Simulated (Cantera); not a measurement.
Source: NASA polynomial tables (part measured, part estimated), evaluated in Cantera. Values are per mole of reaction as written; species without (g) are pure solids or liquids, kept so even where they would boil at 1 bar. ZrN: taken at fixed stoichiometry.

2 NO(g) + Zr → N2(g) + ZrO2

| T (K) | ΔH° (kJ) | ΔS° (J/K) | ΔG° (kJ) | log10 K |
|---|---|---|---|---|
| 1525 | -1265.4 | -202.7 | -956.3 | 32.76 |
| 1575 | -1265.1 | -202.5 | -946.2 | 31.38 |
| 1625 | -1264.7 | -202.2 | -936.1 | 30.09 |
| 1675 | -1264.4 | -202.0 | -926.0 | 28.88 |
| 1725 | -1264.1 | -201.9 | -915.9 | 27.73 |
| 1775 | -1263.8 | -201.7 | -905.8 | 26.66 |
| 1825 | ___ | ___ | ___ | ___ |
| 1875 | ___ | ___ | ___ | ___ |
| 1925 | -1263.2 | -201.3 | -875.6 | 23.76 |

Complete the blanks.


- 1825, ΔH° (kJ): -1263.6
- 1825, ΔS° (J/K): -201.6
- 1825, ΔG° (kJ): -895.7
- 1825, log10 K: 25.64
- 1875, ΔH° (kJ): -1263.3
- 1875, ΔS° (J/K): -201.4
- 1875, ΔG° (kJ): -885.6
- 1875, log10 K: 24.67
